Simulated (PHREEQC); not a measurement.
Synthetic water in mmol/kgw, 25 °C, pH 8.51: Na 75; K 2.24; Ca 0.587; Mg 12.9; Cl 95.9; S(6) 1.86; Alkalinity (meq/kgw) 0.665; Si 0.0312.

Valence states are taken as typed.

Model: Pitzer model, pitzer.dat, run in PHREEQC.

| Property | Value |
|---|---|
| ionic strength | 0.117 mol/kgw |
| specific conductance | 10400 µS/cm |
| density | 1.001 g/cm³ |
| osmotic coefficient | 0.914 |
| charge-balance error | 1.9 % |

| species | molality | activity | log γ |
|---|---|---|---|
| Cl- | 0.0959 | 0.0725 | -0.121 |
| Na+ | 0.0750 | 0.0585 | -0.108 |
| Mg+2 | 0.0129 | 0.00469 | -0.438 |
| K+ | 0.00224 | 0.00172 | -0.115 |
| SO4-2 | 0.00186 | 0.000481 | -0.587 |
| Ca+2 | 0.000587 | 0.000206 | -0.456 |
| HCO3- | 0.000553 | 0.000454 | -0.086 |
| H4SiO4 | 2.92e-5 | 2.96e-5 | 0.006 |
| MgCO3 | 2.68e-5 | 2.68e-5 | 0.000 |
| CO3-2 | 2.44e-5 | 6.73e-6 | -0.560 |
| OH- | 4.53e-6 | 3.27e-6 | -0.142 |
| CO2 | 3.04e-6 | 3.09e-6 | 0.007 |
| MgOH+ | 2.64e-6 | 2.35e-6 | -0.051 |
| H3SiO4- | 2.02e-6 | 1.41e-6 | -0.155 |
| H+ | 3.86e-9 | 3.09e-9 | -0.097 |

This is a speciation only: nothing precipitates in the calculation. The solution is supersaturated, for example in Magnesite (slow to form), so a real one may precipitate; this is no full list.
